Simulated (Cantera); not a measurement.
Feed: 1 mol CuO, a varied amount of CO, at 2448 K and 0.0210 bar.

Method: chemical equilibrium by Gibbs-energy minimisation in Cantera with the NASA 1993 tables (ideal gas, pure condensed phases). Candidate condensed phases: C, Cu, CuO, Cu2O; 15 gas species. Kinetics and transport are ignored.

x: gas mole fraction; nothing condenses.

```tsv
n(CO) (mol)	x CO	x Cu	x CO2	x O2	x O
1.4	0.262	0.390	0.286	0.0441	0.0162
3.3	[?]	[?]	[?]	[?]	[?]
5.2	0.681	0.160	0.153	0.00187	0.00333
7.1	0.755	0.123	0.119	0.000914	0.00233
9	0.801	0.0997	0.0969	0.000539	0.00179
11	0.834	[?]	[?]	[?]	[?]
13	0.858	0.0713	0.0696	0.000243	0.00120
```

### Question
What belongs in the gaps?

### Answer

- 3.3, x CO: 0.546
- 3.3, x Cu: 0.230
- 3.3, x CO2: 0.213
- 3.3, x O2: 0.00560
- 3.3, x O: 0.00576
- 11, x Cu: 0.0831
- 11, x CO2: 0.0810
- 11, x O2: 0.000348
- 11, x O: 0.00144
